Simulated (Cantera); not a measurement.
A freely propagating, adiabatic, planar premixed flame of H₂ : O₂ : N₂ = 1 : 0.521 : 1.96 (molar parts), equivalence ratio 0.96, unburnt at 450 K and 1.70 bar; mixture-averaged transport, grid criteria slope 0.08 and curve 0.16, no radiation.

Computed with Cantera and the H2/O2 subset of GRI-Mech 3.0, which has no nitrogen chemistry. Burning velocities carry a grid error of a few per cent, more on coarse grids.

Question: What does this change do: 0.087 parts H2O added?

Answer: 
```json
[
 {"quantity": "laminar burning velocity", "before": "427 cm/s", "after": "399 cm/s"},
 {"quantity": "thermal thickness", "before": "0.207 mm", "after": "0.201 mm"},
 {"quantity": "peak x(O)", "before": "0.0106", "after": "0.00929"},
 {"quantity": "peak x(OH)", "before": "0.0166", "after": "0.0157"},
 {"quantity": "peak x(H)", "before": "0.0395", "after": "0.0349"},
 {"quantity": "peak x(H₂O₂)", "before": "7.04e-5", "after": "7.44e-5"}
]
```

Question: What does this change do: inlet temperature 450 to 375 K?

Answer: 
```json
[
 {"quantity": "laminar burning velocity", "before": "427 cm/s", "after": "311 cm/s"},
 {"quantity": "thermal thickness", "before": "0.207 mm", "after": "0.192 mm"},
 {"quantity": "peak x(O)", "before": "0.0106", "after": "0.00954"},
 {"quantity": "peak x(OH)", "before": "0.0166", "after": "0.0155"},
 {"quantity": "peak x(H)", "before": "0.0395", "after": "0.0352"},
 {"quantity": "peak x(H₂O₂)", "before": "7.04e-5", "after": "0.000103"}
]
```
